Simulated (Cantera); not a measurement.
**Oxide etching and cleaning by halides: B2O3 + BCl3 + N2**

Feed: 1 mol B2O3, 2 mol BCl3, 37 mol N2, held at 6.00 mbar.

Cantera equilibrium calculation (NASA polynomials, part measured and part estimated; ideal gas, pure solids and liquids). Candidate condensed phases: B, BN, B2O3; 25 gas species. N2 is the only nitrogen source here; it is nearly inert below about 1500 K, so the nitride shown seldom forms there in practice. Mutual solubility and eutectic melting of coexisting phases are not modelled. The tables' values for BOCl are old estimates; treat these amounts as uncertain. Equilibrium is a limit: real reactors are often held back by kinetics, nucleation or transport.

```json
[
 {"T (K)": "775", "x N2": "0.949", "x BCl3": "0.0461", "x B3O3Cl3": "0.00521", "x BOCl": "1.22e-9", "x Cl": "2.00e-9", "x B2O3": "<1e-12", "x BCl2": "<1e-12", "x Cl2": "9.06e-10", "n B2O3(l)": "0.797", "n BN(s)": "0"},
 {"T (K)": "850", "x N2": "0.949", "x BCl3": "0.0447", "x B3O3Cl3": "0.00655", "x BOCl": "2.88e-8", "x Cl": "2.14e-8", "x B2O3": "<1e-12", "x BCl2": "1.04e-11", "x Cl2": "3.54e-9", "n B2O3(l)": "0.744", "n BN(s)": "0"},
 {"T (K)": "925", "x N2": "0.949", "x BCl3": "0.0435", "x B3O3Cl3": "0.00777", "x BOCl": "4.02e-7", "x Cl": "1.57e-7", "x B2O3": "1.14e-11", "x BCl2": "2.30e-10", "x Cl2": "1.11e-8", "n B2O3(l)": "0.697", "n BN(s)": "0"},
 {"T (K)": "1000", "x N2": "0.949", "x BCl3": "0.0424", "x B3O3Cl3": "0.00887", "x BOCl": "3.75e-6", "x Cl": "8.57e-7", "x B2O3": "5.58e-10", "x BCl2": "3.19e-9", "x Cl2": "2.92e-8", "n B2O3(l)": "0.654", "n BN(s)": "0"},
 {"T (K)": "1075", "x N2": "0.949", "x BCl3": "0.0414", "x B3O3Cl3": "0.00982", "x BOCl": "2.54e-5", "x Cl": "3.70e-6", "x B2O3": "1.56e-8", "x BCl2": "3.06e-8", "x Cl2": "6.75e-8", "n B2O3(l)": "0.616", "n BN(s)": "0"},
 {"T (K)": "1150", "x N2": "0.949", "x BCl3": "0.0406", "x B3O3Cl3": "0.0106", "x BOCl": "0.000133", "x Cl": "1.32e-5", "x B2O3": "2.77e-7", "x BCl2": "2.17e-7", "x Cl2": "1.40e-7", "n B2O3(l)": "0.583", "n BN(s)": "0"},
 {"T (K)": "1225", "x N2": "0.948", "x BCl3": "0.0397", "x B3O3Cl3": "0.0113", "x BOCl": "0.000567", "x Cl": "4.05e-5", "x B2O3": "3.41e-6", "x BCl2": "1.21e-6", "x Cl2": "2.65e-7", "n B2O3(l)": "0.551", "n BN(s)": "0.000518"},
 {"T (K)": "1300", "x N2": "0.947", "x BCl3": "0.0387", "x B3O3Cl3": "0.0118", "x BOCl": "0.00202", "x Cl": "0.000109", "x B2O3": "3.10e-5", "x BCl2": "5.46e-6", "x Cl2": "4.64e-7", "n B2O3(l)": "0.512", "n BN(s)": "0.00135"}
]
```
x: gas mole fraction; n: condensed amount in mol.

From 775 K to 1150 K the condensed part is B2O3(l). From 1225 K to 1300 K the condensed part is BN(s) + B2O3(l). The main B-bearing gas is BCl3 throughout. The share of B in condensed phases is highest at 775 K (39.8 %) and lowest at 1300 K (25.6 %).
